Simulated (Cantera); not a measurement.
What does this Cantera script print?

```python
import numpy as np
import cantera as ct

gas = ct.Solution("h2o2.yaml")
gas.TPX = 1475, 101325, {'H2': 1, 'O2': 1.35, 'N2': 5.08}
reactor = ct.IdealGasConstPressureReactor(gas, energy="on", clone=False)
net = ct.ReactorNet([reactor])
net.rtol, net.atol = 1e-08, 1e-16
show = ['H2', 'O2', 'H2O2', 'O', 'OH']
times = np.geomspace(7e-06, 0.8, 12)

steps = ct.SolutionArray(gas, extra=["t"])
rows = []
print(f"{'t/s':>10s}{'T/K':>9s}{'P/Pa':>11s}" + "".join(f"{s:>11s}" for s in show))
for t in times:
    while net.time < t:
        t_next = net.step()
        steps.append(gas.state, t=t_next)
    rows.append([np.interp(t, steps.t, y) for y in (steps.T, steps.P, *steps(*show).X.T)])
    print(f"{t:10.3e}{rows[-1][0]:9.1f}{rows[-1][1]:11.4g}" + "".join(f"{x:11.3e}" for x in rows[-1][2:]))
rate = np.gradient(steps.T, steps.t)
print("integrator steps:", len(steps.t))
if steps.T.max() > steps.T[0] + 200:
    print(f"time of steepest temperature rise: {steps.t[rate.argmax()]:.4e} s")
gas.TPX = 1475, 101325, {'H2': 1, 'O2': 1.35, 'N2': 5.08}
gas.equilibrate("HP")
print(f"equilibrium (HP): T = {gas.T:.1f} K  " + "  ".join(f"{s} {gas[s].X[0]:.3e}" for s in show))
```

Output:

```
       t/s      T/K       P/Pa         H2         O2       H2O2          O         OH
 7.000e-06   1475.0  1.013e+05  1.345e-01  1.816e-01  2.347e-08  1.457e-05  1.222e-05
 2.018e-05   1675.6  1.013e+05  1.391e-02  1.128e-01  1.571e-06  3.198e-02  1.406e-02
 5.817e-05   2057.3  1.013e+05  8.230e-03  1.127e-01  3.594e-07  1.834e-02  1.813e-02
 1.677e-04   2270.8  1.013e+05  3.287e-03  1.165e-01  1.908e-07  6.941e-03  1.429e-02
 4.835e-04   2349.5  1.013e+05  1.247e-03  1.191e-01  2.296e-07  2.597e-03  9.528e-03
 1.394e-03   2354.6  1.013e+05  1.123e-03  1.193e-01  2.425e-07  2.338e-03  9.090e-03
 4.018e-03   2354.6  1.013e+05  1.123e-03  1.193e-01  2.425e-07  2.338e-03  9.090e-03
 1.158e-02   2354.6  1.013e+05  1.123e-03  1.193e-01  2.425e-07  2.338e-03  9.090e-03
 3.339e-02   2354.6  1.013e+05  1.123e-03  1.193e-01  2.425e-07  2.338e-03  9.090e-03
 9.626e-02   2354.6  1.013e+05  1.123e-03  1.193e-01  2.425e-07  2.338e-03  9.090e-03
 2.775e-01   2354.6  1.013e+05  1.123e-03  1.193e-01  2.425e-07  2.338e-03  9.090e-03
 8.000e-01   2354.6  1.013e+05  1.123e-03  1.193e-01  2.425e-07  2.338e-03  9.090e-03
integrator steps: 1217
time of steepest temperature rise: 1.6448e-05 s
equilibrium (HP): T = 2354.6 K  H2 1.123e-03  O2 1.193e-01  H2O2 2.425e-07  O 2.338e-03  OH 9.090e-03
```

Detailed kinetics in Cantera: the H2/O2 subset of GRI-Mech 3.0, which has no nitrogen chemistry.
